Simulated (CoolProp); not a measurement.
Vapour-liquid equilibrium of C2F6 (R116) (1) + propylene (2) at -0.65 °C; x and y are mole fractions of (1).

Computed with CoolProp (multi-fluid Helmholtz-energy mixture model, Lemmon 2006 and Lemmon 2013; pair parameters Bell 2016).

| x | bubble pressure (MPa) | y at the bubble point | dew pressure at overall composition x (MPa) | liquid density (mol/L) |
|---|---|---|---|---|
| 0.05 | 0.8658 | 0.328 | 0.6047 | 12.67 |
| 0.15 | 1.242 | 0.531 | 0.6794 | 12.03 |
| 0.25 | 1.440 | 0.603 | 0.7736 | 11.40 |
| 0.35 | 1.553 | 0.640 | 0.8962 | 10.79 |
| 0.45 | 1.631 | 0.670 | 1.061 | 10.22 |
| 0.55 | 1.698 | 0.700 | 1.290 | 9.694 |
| 0.65 | 1.759 | 0.739 | 1.580 | 9.228 |
| 0.75 | 1.810 | 0.790 | 1.772 | 8.839 |
| 0.85 | 1.839 | 0.857 | 1.838 | 8.540 |
| 0.95 | 1.834 | 0.946 | 1.832 | 8.334 |

y crosses x between x = 0.85 and 0.95: the model has an azeotrope there.

Pair parameters are fitted to limited data, so mixtures are less certain than the pure fluids. With so large a gap from Raoult's law the liquid may split in two, which this calculation doesn't test in full.
